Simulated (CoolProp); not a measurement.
Vapour pressure (MPa) of R1336mzz(E): the reference equation beside estimates from Tc = 403.5 K, pc = 2.779 MPa, ω = 0.413.

Model: reference Helmholtz-energy equation of state, Akasaka 2023, in CoolProp.

| T (K) | reference | Lee-Kesler | Soave-Redlich-Kwong |
|---|---|---|---|
| 296 | 0.1792 | 0.1796 | 0.1796 |
| 304.3 | (withheld) | 0.2395 | 0.2397 |
| 312.5 | (withheld) | (withheld) | 0.3135 |
| 320.8 | 0.4016 | 0.4027 | (withheld) |
| 329.1 | 0.5099 | 0.5112 | 0.5149 |
| 337.4 | 0.6391 | 0.6403 | 0.6465 |
| 345.6 | (withheld) | 0.7905 | (withheld) |
| 353.9 | 0.9678 | 0.9682 | 0.9817 |

### Question
Complete the blanks.

### Answer

- 304.3, reference: 0.2389
- 312.5, reference: 0.3117
- 312.5, Lee-Kesler: 0.3126
- 320.8, Soave-Redlich-Kwong: 0.4047
- 345.6, reference: 0.7896
- 345.6, Soave-Redlich-Kwong: 0.8000

Absolute difference from the reference over all 8 rows, mean and median: Lee-Kesler 0.2 and 0.2 %, Soave-Redlich-Kwong 0.8 and 0.9 %.
